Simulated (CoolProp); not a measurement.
Properties of oxygen at several states (Tc = 154.6 K, pc = 5046 kPa, ω = 0.022).

Computed with CoolProp (reference Helmholtz-energy equation of state, Schmidt 1985). Above 300 K oxygen's equation is extrapolated.

```json
[
 {"T (K)": "696.4", "p (kPa)": "10.4", "phase": "gas", "density (kg/m³)": "0.05747", "Joule-Thomson coefficient (K/MPa)": "(withheld)", "isothermal compressibility (1/MPa)": "96.15", "fugacity coefficient": "1.000"},
 {"T (K)": "298.9", "p (kPa)": "4340", "phase": "gas", "density (kg/m³)": "57.31", "Joule-Thomson coefficient (K/MPa)": "2.432", "isothermal compressibility (1/MPa)": "0.2356", "fugacity coefficient": "0.9741"},
 {"T (K)": "495.4", "p (kPa)": "73.4", "phase": "gas", "density (kg/m³)": "0.5702", "Joule-Thomson coefficient (K/MPa)": "(withheld)", "isothermal compressibility (1/MPa)": "13.62", "fugacity coefficient": "1.000"},
 {"T (K)": "65.5", "p (kPa)": "1550", "phase": "liquid", "density (kg/m³)": "1259", "Joule-Thomson coefficient (K/MPa)": "-0.3637", "isothermal compressibility (1/MPa)": "(withheld)", "fugacity coefficient": "0.001798"},
 {"T (K)": "414.1", "p (kPa)": "71.6", "phase": "gas", "density (kg/m³)": "0.6654", "Joule-Thomson coefficient (K/MPa)": "1.301", "isothermal compressibility (1/MPa)": "13.97", "fugacity coefficient": "1.000"}
]
```

**Question.** Some entries are withheld; supply them.

**Answer.** 
- 696.4, Joule-Thomson coefficient (K/MPa): 0.1133
- 495.4, Joule-Thomson coefficient (K/MPa): 0.7777
- 65.5, isothermal compressibility (1/MPa): 0.001046
